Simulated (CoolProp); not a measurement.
Properties of acetone along the isotherm 550 K (Tc = 508.1 K, pc = 4692 kPa, ω = 0.307).

The numbers come from the reference Helmholtz-energy equation of state, Lemmon 2006 in CoolProp. It is a short technical equation, of lower accuracy than the large ones.

| p (kPa) | phase | density (kg/m³) | Joule-Thomson coefficient (K/MPa) | fugacity coefficient |
|---|---|---|---|---|
| 4270 | gas | 78.18 | 10.43 | 0.7504 |
| 8530 | supercritical | 330.0 | 5.004 | 0.5374 |
| 12800 | supercritical | 439.4 | [?] | 0.4108 |
| 17100 | supercritical | [?] | 0.6666 | 0.3460 |
| 21300 | supercritical | 510.3 | 0.3807 | 0.3093 |
| 25600 | supercritical | [?] | [?] | 0.2857 |
| 29900 | supercritical | 549.0 | 0.1055 | 0.2706 |
| 34100 | supercritical | 563.2 | 0.03057 | 0.2612 |
| 38400 | supercritical | 575.9 | -0.02681 | 0.2553 |
| 42700 | supercritical | 587.2 | -0.07129 | 0.2522 |
| 46900 | supercritical | 597.1 | [?] | 0.2512 |

Problem. What belongs in the gaps?

Solution. 
- 12800, Joule-Thomson coefficient (K/MPa): 1.344
- 17100, density (kg/m³): 482.7
- 25600, density (kg/m³): 531.7
- 25600, Joule-Thomson coefficient (K/MPa): 0.2139
- 46900, Joule-Thomson coefficient (K/MPa): -0.1061
